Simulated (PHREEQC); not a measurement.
Dissolve 0.00065 mol CaSO4, 0.00011 mol NaF, 6.1e-05 mol MgSO4 and 6.3e-05 mol KOH per kg of water at 70 °C. Closed to the air; pH follows from the charge balance.

The numbers come from PHREEQC with the ion-association model, wateq4f.dat.

Precipitation was switched off in this run.

Task: Predict the pH, ionic strength.

Result: pH 8.57; ionic strength 0.00270 mol/kgw.

Task: In which forms is Ca present?

Result: Ca+2 90 %, CaSO4 10 % of the Ca.

Complexes and solids missing from the database can't appear. Constants without temperature data keep their 25 °C values here.
